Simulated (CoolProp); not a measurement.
Toluene along the isobar 3.06 MPa: density (kg/m³) from the reference equation and from simpler models built on Tc = 591.7 K, pc = 4.126 MPa, ω = 0.266; each cubic takes its own stable root.

Model: reference Helmholtz-energy equation of state, Lemmon 2006, in CoolProp. It is a short technical equation, of lower accuracy than the large ones.

```json
[
 {"T (K)": "524.4", "phase": "liquid", "reference": "607.5"},
 {"T (K)": "536.7", "phase": "liquid", "reference": "584.0"},
 {"T (K)": "549", "phase": "liquid", "reference": "556.4"},
 {"T (K)": "561.2", "phase": "liquid", "reference": "521.3"},
 {"T (K)": "573.5", "phase": "gas", "reference": "104.4"},
 {"T (K)": "585.8", "phase": "gas", "reference": "92.35"},
 {"T (K)": "598", "phase": "gas", "reference": "84.69"},
 {"T (K)": "610.3", "phase": "gas", "reference": "78.98"}
]
```

### Question
How far does each simpler model (van der Waals, Redlich-Kwong, Peng-Robinson) lie from the reference over these 8 states: mean and median of the absolute difference, and the worst?

### Answer
- van der Waals: mean 30.4 %, median 28.0 %, worst -81.7 % at 561.2 K and 3.06 MPa
- Redlich-Kwong: mean 13.1 %, median 13.8 %, worst -24.6 % at 561.2 K and 3.06 MPa
- Peng-Robinson: mean 3.6 %, median 3.0 %, worst -9.6 % at 561.2 K and 3.06 MPa

At some of these states van der Waals gives the other phase, because its saturation line lies elsewhere.
